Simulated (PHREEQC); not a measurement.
## Brackish or sea water: an equilibrium model

A made-up water analysis in mg/kgw, 25 °C, pH 6.51:

| constituent | mg/kgw |
|---|---|
| Na | 10200 |
| K | 143 |
| Ca | 330 |
| Mg | 841 |
| Cl | 12000 |
| S(6) as SO4 | 9230 |
| Alkalinity as HCO3 | 335 |
| Fe(2) | 210 |
| Si as SiO2 | 90.1 |
| Li | 18.3 |
| B | 0.664 |

Cl is adjusted to close the charge balance.
Valence states are taken as typed.

Equilibrium calculation in PHREEQC: ion-association model, phreeqc.dat.

Precipitation was switched off in this run.

Q: Predict the ionic strength, specific conductance.

A: ionic strength 0.568 mol/kgw; specific conductance 39600 µS/cm.

Q: In which forms is S present?

A: SO4-2 57 %, NaSO4- 25 %, MgSO4 14 %, CaSO4 2.5 %, FeSO4 1.0 % of the S.

The solution is supersaturated, for example in Siderite, Quartz (slow to form), so a real one may precipitate; this is no full list.
